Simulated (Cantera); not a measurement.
**Ignition delay**

Mixture: 16.4 % CH4, 0.770 % H2, 17.4 % O2, 65.5 % N2, equivalence ratio 1.9, at 760 Torr, adiabatic and at constant pressure. Ignition delay is the time to a rise of 400 K.

Detailed kinetics in Cantera: GRI-Mech 3.0 (53 species, 325 reactions).

```tsv
T0 (K)	delay (ms)
1125	102
1200	39.2
1275	15.4
1350	6.28
1425	2.69
1500	1.23
1575	0.604
1650	0.320
1725	0.183
```

apparent activation energy between 1575 and 1725 K: 180 kJ/mol
